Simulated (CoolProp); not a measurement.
Vapour-liquid equilibrium of ethylene (1) + carbon dioxide (2) at 245.2 K; x and y are mole fractions of (1).

Model: multi-fluid Helmholtz-energy mixture model, Smukala 2000 and Span 1996; pair parameters Bell 2016, in CoolProp.

```csv
x,bubble pressure (kPa),y at the bubble point,dew pressure at overall composition x (kPa),liquid density (mol/L)
0.05,1634,0.097,1582,23.57
0.15,1793,0.238,1693,22.32
0.25,1905,0.341,1807,21.17
0.35,1987,0.427,1914,20.13
0.45,2046,0.506,2006,19.18
0.55,2086,0.583,2071,18.33
0.65,2108,0.663,2106,17.57
0.75,2114,0.748,2114,16.88
0.85,2102,0.841,2100,16.27
0.95,2071,0.944,2069,15.72
```

y crosses x between x = 0.65 and 0.75: the model has an azeotrope there.

Pair parameters are fitted to limited data, so mixtures are less certain than the pure fluids.
